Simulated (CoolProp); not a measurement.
Vapour-liquid equilibrium of toluene (1) + m-xylene (2) at 506.3 K; x and y are mole fractions of (1).

Computed with CoolProp (multi-fluid Helmholtz-energy mixture model, Lemmon 2006 and Zhou 2012; pair parameters Bell 2016).

| x | bubble pressure (bar) | y at the bubble point | dew pressure at overall composition x (bar) | liquid density (mol/L) |
|---|---|---|---|---|
| 0.05 | 7.758 | 0.077 | 7.660 | 6.140 |
| 0.15 | 8.323 | 0.219 | 8.040 | 6.204 |
| 0.25 | 8.900 | 0.345 | 8.459 | 6.268 |
| 0.35 | 9.482 | 0.458 | 8.924 | 6.333 |
| 0.45 | 10.06 | 0.560 | 9.436 | 6.399 |
| 0.55 | 10.62 | 0.652 | 10.000 | 6.467 |
| 0.65 | 11.18 | 0.736 | 10.61 | 6.538 |
| 0.75 | 11.71 | 0.815 | 11.27 | 6.612 |
| 0.85 | 12.24 | 0.890 | 11.96 | 6.690 |
| 0.95 | 12.74 | 0.963 | 12.65 | 6.775 |

No azeotrope shows between x = 0.05 and 0.95.

Pair parameters are fitted to limited data, so mixtures are less certain than the pure fluids.
